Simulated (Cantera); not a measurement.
An isothermal, constant-pressure homogeneous reactor starts with CO : O₂ : H₂O : N₂ = 0.0028 : 0.036 : 0.0003 : 1 (molar parts), equivalence ratio 0.039, at 1500 K and 1.00 bar. Integrator tolerance rtol = 1e-08.

Computed with Cantera and GRI-Mech 3.0 (53 species, 325 reactions).

Q: What does this change do: H2O 0.0003 to 0.0018 parts?

A: 
```
quantity                                            before                                     after
---------------  -----------------------------------------  ----------------------------------------
x(CO) at 200 s     7.27e-8 (gas-phase equilibrium 7.31e-8)   7.27e-8 (gas-phase equilibrium 7.30e-8)
x(O₂) at 200 s       0.0333 (gas-phase equilibrium 0.0331)     0.0333 (gas-phase equilibrium 0.0330)
x(H₂O) at 200 s  0.000288 (gas-phase equilibrium 0.000288)   0.00173 (gas-phase equilibrium 0.00173)
x(NO) at 200 s    7.06e-6 (gas-phase equilibrium 0.000540)  4.69e-6 (gas-phase equilibrium 0.000539)
x(N₂O) at 200 s    3.66e-8 (gas-phase equilibrium 3.66e-8)   3.66e-8 (gas-phase equilibrium 3.65e-8)
x(H₂) at 200 s     3.00e-9 (gas-phase equilibrium 3.01e-9)   1.80e-8 (gas-phase equilibrium 1.81e-8)
```

Q: What does this change do: temperature 1500 to 1523 K?

A: 
```csv
quantity,before,after
x(CO) at 200 s,7.27e-8 (gas-phase equilibrium 7.31e-8),1.02e-7 (gas-phase equilibrium 1.03e-7)
x(O₂) at 200 s,0.0333 (gas-phase equilibrium 0.0331),0.0333 (gas-phase equilibrium 0.0330)
x(H₂O) at 200 s,0.000288 (gas-phase equilibrium 0.000288),0.000287 (gas-phase equilibrium 0.000287)
x(NO) at 200 s,7.06e-6 (gas-phase equilibrium 0.000540),1.08e-5 (gas-phase equilibrium 0.000602)
x(N₂O) at 200 s,3.66e-8 (gas-phase equilibrium 3.66e-8),4.06e-8 (gas-phase equilibrium 4.06e-8)
x(H₂) at 200 s,3.00e-9 (gas-phase equilibrium 3.01e-9),4.06e-9 (gas-phase equilibrium 4.08e-9)
```
